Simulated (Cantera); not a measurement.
Input: 1 mol C, 0.042 mol O₂, at 0.278 Torr.

These are equilibrium values from Cantera (NASA tables, ideal gas, pure condensed phases), not measurements of a reactor. Candidate condensed phases: C; 12 gas species. The numbers say what is thermodynamically allowed, not how fast it happens. All values below are at 625 °C.

Base state: CO 0.998, CO₂ 0.00216 (mole fractions); condensed: C(graphite).

Task: What changes in the equilibrium state with this change: O₂ from 0.042 to 0.58 mol?

Result: 
```json
[
 {"species": "CO", "before": "0.998", "after": "0.840"},
 {"species": "CO₂", "before": "0.00216", "after": "0.160"},
 {"species": "C(graphite), mol", "before": "0.916", "after": "0"}
]
```

Task: What changes in the equilibrium state with this change: C replaced by toluene?

Result: 
```tsv
species	before	after
H₂	0	0.979
CO	0.998	0.0206
CH₄	0	0.000114
CO₂	0.00216	9.18e-7
H₂O	0	1.88e-5
C(graphite), mol	0.916	6.92
```
Further candidate phases: C₆H₆, C₇H₈, C₈H₁₈, H₂O.
